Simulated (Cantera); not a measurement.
Equilibrium for chlorosilane synthesis and conversion: Si + Cl2 + H2 + HCl

Feed: 1 mol Si, 1.5 mol Cl2, 0.34 mol H2, 3.9 mol HCl, equilibrated at 800 K and 0.133 bar.

Method: chemical equilibrium by Gibbs-energy minimisation in Cantera with the NASA 1993 tables (ideal gas, pure condensed phases). Candidate condensed phases: Si; 19 gas species. Rates play no part.

```yaml
x(HCl): 0.612
x(SiCl4): 0.211
x(H2): 0.177
x(SiHCl3): 5.52e-5
gas_amount: 4.740 mol
log10 activity of Si(s) (absent): -10.82
```
